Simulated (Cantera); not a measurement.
Input: 1 mol Si(CH3)4, 0.014 mol C2H4, 12 mol H2, held at 133 Pa.

Equilibrium computed with Cantera from the NASA thermochemical tables; the gas is ideal and each condensed phase is pure. Candidate condensed phases: C, C6H6, C7H8, C8H18, Si, SiC; 87 gas species. The numbers say what is thermodynamically allowed, not how fast it happens.

At 1798 K, list the 4 most abundant gas species with their mole fractions, and the condensed phases.

H2 0.990, H 0.00960, C2H2 (acetylene) 0.000171, Si 5.52e-5. Condensed: C(graphite) + SiC(s).
